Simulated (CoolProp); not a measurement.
Hydrogen chloride along the isotherm 197.1 K: fugacity coefficient from the reference equation and from simpler models built on Tc = 324.7 K, pc = 8.314 MPa, ω = 0.130; each cubic takes its own stable root.

Values from CoolProp's reference Helmholtz-energy equation of state, Thol 2018.

```tsv
p (MPa)	phase	reference
0.0394	gas	0.9906
0.0748	gas	0.9821
0.142	gas	0.9660
0.269	liquid	0.5868
0.509	liquid	0.3116
0.966	liquid	0.1656
1.83	liquid	0.08887
3.47	liquid	0.04836
6.58	liquid	0.02706
12.5	liquid	0.01593
```

### Question
How far does each simpler model (van der Waals, Soave-Redlich-Kwong, Peng-Robinson) lie from the reference over these 10 states: mean and median of the absolute difference, and the worst?

### Answer
- van der Waals: mean 211.2 %, median 272.9 %, worst +413.9 % at 197.1 K and 12.5 MPa
- Soave-Redlich-Kwong: mean 1.2 %, median 1.2 %, worst -2.1 % at 197.1 K and 0.269 MPa
- Peng-Robinson: mean 0.4 %, median 0.3 %, worst +1.0 % at 197.1 K and 0.142 MPa

At some of these states van der Waals gives the other phase, because its saturation line lies elsewhere.
